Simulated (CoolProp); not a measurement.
Values from CoolProp's reference Helmholtz-energy equation of state, Lemmon 2006. It is a short technical equation, of lower accuracy than the large ones.

Task: Give the vapour pressure (MPa), liquid density (kg/m³), enthalpy of vaporisation (kJ/kg), liquid cp (kJ/(kg K)) of saturated nitrous oxide at 215.4, 220.6 K.

Result: 
```
T (K)  p (MPa)  liquid density (kg/m³)  enthalpy of vaporisation (kJ/kg)  liquid cp (kJ/(kg K))
-----  -------  ----------------------  --------------------------------  ---------------------
215.4    0.473                    1140                               337                   1.77
220.6    0.586                    1120                               330                   1.79
```
